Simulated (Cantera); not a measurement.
Input: 1 mol Cr₂O₃, 640 mol H₂, 20 mol N₂, at 0.100 bar.

Equilibrium computed with Cantera from the NASA thermochemical tables; the gas is ideal and each condensed phase is pure. Candidate condensed phases: Cr, CrN, Cr₂N, Cr₂O₃, H₂O; 29 gas species. Mutual solubility and eutectic melting of coexisting phases are not modelled. The numbers say what is thermodynamically allowed, not how fast it happens.

Problem. Which condensed phases are stable at each of these points (T (°C)): 877, 927, 977, 1027, 1077, 1127, 1177, 1227, 1277, 1327, 1377?

Solution. 
| T (°C) | condensed phases | Cr condensed (%) |
|---|---|---|
| 877 | Cr₂N(s) + Cr₂O₃(s) | 100.0 |
| 927 | Cr₂N(s) + Cr₂O₃(s) | 100.0 |
| 977 | Cr₂N(s) + Cr₂O₃(s) | 100.0 |
| 1027 | Cr₂N(s) + Cr₂O₃(s) | 100.0 |
| 1077 | Cr(s) + Cr₂O₃(s) | 100.0 |
| 1127 | Cr(s) + Cr₂O₃(s) | 100.0 |
| 1177 | Cr(s) + Cr₂O₃(s) | 99.9 |
| 1227 | Cr(s) + Cr₂O₃(s) | 99.8 |
| 1277 | Cr(s) + Cr₂O₃(s) | 99.5 |
| 1327 | Cr(s) + Cr₂O₃(s) | 98.7 |
| 1377 | Cr(s) + Cr₂O₃(s) | 97.0 |

From 877 °C to 1027 °C the condensed part is Cr₂N(s) + Cr₂O₃(s). From 1077 °C to 1377 °C the condensed part is Cr(s) + Cr₂O₃(s).
